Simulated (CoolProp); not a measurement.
c-C4F8 (RC318) along the isotherm 164.95 °C: fugacity coefficient from the reference equation and from simpler models built on Tc = 115.2 °C, pc = 2778 kPa, ω = 0.355; each cubic takes its own stable root.

Model: reference Helmholtz-energy equation of state, Platzer 1990, in CoolProp. This equation is an older, rougher fit.

```json
[
 {"p (kPa)": "139", "phase": "gas", "reference": "0.9893"},
 {"p (kPa)": "278", "phase": "gas", "reference": "0.9786"},
 {"p (kPa)": "417", "phase": "gas", "reference": "0.9680"},
 {"p (kPa)": "556", "phase": "gas", "reference": "0.9574"},
 {"p (kPa)": "694", "phase": "gas", "reference": "0.9469"},
 {"p (kPa)": "833", "phase": "gas", "reference": "0.9365"},
 {"p (kPa)": "972", "phase": "gas", "reference": "0.9260"},
 {"p (kPa)": "1110", "phase": "gas", "reference": "0.9157"},
 {"p (kPa)": "1250", "phase": "gas", "reference": "0.9053"},
 {"p (kPa)": "1390", "phase": "gas", "reference": "0.8949"}
]
```

### Question
How far does each simpler model (van der Waals, Soave-Redlich-Kwong, Peng-Robinson) lie from the reference over these 10 states: mean and median of the absolute difference, and the worst?

### Answer
- van der Waals: mean 0.2 %, median 0.2 %, worst -0.5 % at 164.95 °C and 1390 kPa
- Soave-Redlich-Kwong: mean 0.1 %, median 0.1 %, worst -0.1 % at 164.95 °C and 1110 kPa
- Peng-Robinson: mean 1.0 %, median 1.0 %, worst -1.7 % at 164.95 °C and 1390 kPa
